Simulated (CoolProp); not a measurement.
A single-stage vapour-compression cycle with the fluid: evaporating at 207.15 K (dew point), condensing at 260.15 K (bubble point), superheat 0 K, subcooling 2 K, compressor efficiency 0.6, no pressure losses. The same conditions are run with several fluids, on thermodynamics alone (safety and materials aside).

Computed with CoolProp (reference Helmholtz-energy equation of state of each fluid (CH3F (R41): Lemmon 2006; propane: Lemmon 2009; carbonyl sulfide: Lemmon 2006; R134a: Tillner-Roth 1994; hydrogen sulfide: Lemmon 2006; R115: Lemmon 2016)).

```tsv
fluid	cooling COP	pressure ratio	discharge temperature (K)	refrigerating effect (kJ/kg)	volumetric capacity (kJ/m³)
CH3F (R41)	?	7.37	388.1	357	?
propane	1.94	10.2	?	334	267
carbonyl sulfide	?	9.48	405.3	258	418
R134a	?	16.8	327.9	177	113
hydrogen sulfide	1.85	9.19	?	?	683
R115	1.81	11.2	?	87.2	202
```

Complete the blanks.


- CH3F (R41), cooling COP: 1.79
- CH3F (R41), volumetric capacity (kJ/m³): 1440
- propane, discharge temperature (K): 323.7
- carbonyl sulfide, cooling COP: 1.90
- R134a, cooling COP: 1.93
- hydrogen sulfide, discharge temperature (K): 448.6
- hydrogen sulfide, refrigerating effect (kJ/kg): 450
- R115, discharge temperature (K): 286.4
